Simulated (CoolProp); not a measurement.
Saturation properties of R1234yf.

The numbers come from the reference Helmholtz-energy equation of state, Lemmon 2022 in CoolProp.

| T (°C) | p (kPa) | liquid density (kg/m³) | enthalpy of vaporisation (kJ/kg) | vapour Z | liquid viscosity (µPa s) |
|---|---|---|---|---|---|
| -72.05 | 9.673 | 1376 | 202.0 | 0.9917 | 561 |
| -57.35 | 24.63 | 1338 | 195.0 | 0.9834 | 437 |
| -42.75 | 54.29 | 1300 | 187.8 | 0.9706 | 350 |
| -28.05 | 107.8 | 1259 | 180.1 | 0.9523 | 285 |
| -13.35 | 195.7 | 1217 | 171.7 | 0.9278 | 235 |
| 1.35 | 330.6 | 1172 | 162.6 | 0.8963 | 195 |
| 16.05 | 526.7 | 1123 | 152.4 | 0.8570 | 162 |
| 30.65 | 797.5 | 1071 | 140.8 | 0.8093 | 135 |
| 45.35 | 1164 | 1011 | 127.2 | 0.7508 | 112 |
| 60.05 | 1644 | 940.3 | 110.6 | 0.6787 | 92.4 |
| 74.75 | 2260 | 850.2 | 88.72 | 0.5857 | 74.4 |

It boils at -29.5 °C under 1 atm.

Viscosity comes from a separate model (Bell 2016), an estimate that may be off by 10 % or more.
